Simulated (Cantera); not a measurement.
Mixture: H2 : O2 : N2 : H2O = 1 : 0.862 : 4.31 : 0.52 (molar parts), equivalence ratio 0.58, at 100000 Pa, adiabatic and at constant pressure. Ignition delay is the time to a rise of 400 K.

Detailed kinetics in Cantera: the H2/O2 subset of GRI-Mech 3.0, which has no nitrogen chemistry. Below about 950 K walls govern HO2 and H2O2 in real vessels.

**Question.** Predict: delay at 850 K; delay at 950 K; delay at 1050 K; delay at 1150 K; delay at 1250 K; apparent activation energy between 1150 and 1250 K.

**Answer.** 
* **delay at 850 K**: 3.42 s
* **delay at 950 K**: 96.8 ms
* **delay at 1050 K**: 0.333 ms
* **delay at 1150 K**: 0.101 ms
* **delay at 1250 K**: 57.7 µs
* **apparent activation energy between 1150 and 1250 K**: 66 kJ/mol
